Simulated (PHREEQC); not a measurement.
**City or well water: speciation**

Model water analysis in mg/L, 20 °C, pH 6.28, pe 9.7: Na 6.78; K 6.6; Ca 8.27; Mg 9.5; Cl 28.7; S(6) as SO4 16.3; Alkalinity as HCO3 34; Br 4.01; Li 0.307.

Valence states are taken as typed.

Equilibrium calculation in PHREEQC: ion-association model, phreeqc.dat.

This is a speciation only: nothing precipitates in the calculation.

**Question.** Estimate the specific conductance, charge-balance error.

**Answer.** specific conductance 176 µS/cm; charge-balance error -1.6 %.

**Question.** In which forms is S present?

**Answer.** SO4-2 93 %, MgSO4 4.8 %, CaSO4 2.1 % of the S.
